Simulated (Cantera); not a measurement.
Adiabatic ignition

An adiabatic, constant-volume homogeneous reactor starts with CH4 : C2H6 : C3H8 : O2 : N2 = 1 : 0.1 : 1.2 : 16.7 : 62.8 (molar parts), equivalence ratio 0.50, at 1225 K and 0.987 atm.

Model: GRI-Mech 3.0 (53 species, 325 reactions), integrated in Cantera. GRI-Mech 3.0 was tuned for natural gas; its chemistry of propane as a main component is partial and can be far from experiment.

```
t (s)     T (K)  P (bar)   x CH4   x C2H6  x C3H8    x C2H4     x CO2
--------  -----  -------  ------  -------  ------  --------  --------
4.00e-6    1225    1.000  0.0122  0.00122  0.0147   3.65e-7    <1e-12
1.04e-5    1225    1.000  0.0122  0.00122  0.0147   1.53e-6  6.87e-12
2.71e-5    1225    1.000  0.0122  0.00122  0.0147   5.02e-6  8.22e-11
7.04e-5    1225    1.000  0.0122  0.00122  0.0147   1.64e-5   1.36e-9
0.000183   1225    1.000  0.0122  0.00122  0.0146   7.30e-5   3.61e-8
0.000477   1225     1.00  0.0122  0.00126  0.0144  0.000330   4.25e-7
0.00124    1227     1.00  0.0122  0.00138  0.0136   0.00114   2.03e-6
0.00323    2403     2.01  <1e-12   <1e-12  <1e-12    <1e-12    0.0499
0.00839    2469     2.06  <1e-12   <1e-12  <1e-12    <1e-12    0.0537
0.0218     2456     2.05  <1e-12   <1e-12  <1e-12    <1e-12    0.0539
0.0568     2452     2.04  <1e-12   <1e-12  <1e-12    <1e-12    0.0539
0.148      2451     2.04  <1e-12   <1e-12  <1e-12    <1e-12    0.0539
0.384      2451     2.04  <1e-12   <1e-12  <1e-12    <1e-12    0.0539
1.00       2451     2.04  <1e-12   <1e-12  <1e-12    <1e-12    0.0539
```
x: mole fraction; the columns are a selection and need not sum to one.

The time of steepest temperature rise comes out as 3.11 ms, the temperature at 1.00 s is 2451 K and the equilibrium temperature is 2451 K. The x(CH4) at 1.00 s is <1e-12 (gas-phase equilibrium <1e-12). The x(C2H6) at 1.00 s is <1e-12 (gas-phase equilibrium <1e-12) and the x(C3H8) at 1.00 s comes out as <1e-12 (gas-phase equilibrium <1e-12).
